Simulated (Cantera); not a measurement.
A freely propagating, adiabatic, planar premixed flame of 17.4 % CO, 17.4 % H₂, 14.5 % O₂, 50.8 % N₂, equivalence ratio 1.2, unburnt at 500 K and 3750 Torr; mixture-averaged transport, grid criteria slope 0.08 and curve 0.16, no radiation.

Computed with Cantera and GRI-Mech 3.0 (53 species, 325 reactions). The hydrogen kinetics of GRI-Mech 3.0 are dated; newer H2 mechanisms differ, most at raised pressure. Burning velocities carry a grid error of a few per cent, more on coarse grids.

Q: Predict: laminar burning velocity; thermal thickness; peak x(O); peak x(H₂O₂).

A: 
- laminar burning velocity = 298 cm/s
- thermal thickness = 0.0668 mm
- peak x(O) = 0.00866
- peak x(H₂O₂) = 0.000109
